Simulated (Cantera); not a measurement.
A closed system holds: 1 mol toluene, 0.19 mol NH3, a varied amount of N2, held at 623.15 K and 0.100 bar.

These are equilibrium values from Cantera (NASA tables, ideal gas, pure condensed phases), not measurements of a reactor. Candidate condensed phases: C, C6H6, C7H8, C8H18; 92 gas species. Equilibrium is a limit: real reactors are often held back by kinetics, nucleation or transport.

Q: At 0.73 mol N2, list the 4 most abundant gas species with their mole fractions, and the condensed phases.

A: CH4 0.462, H2 0.302, N2 0.236, NH3 0.000228. Condensed: C(graphite).
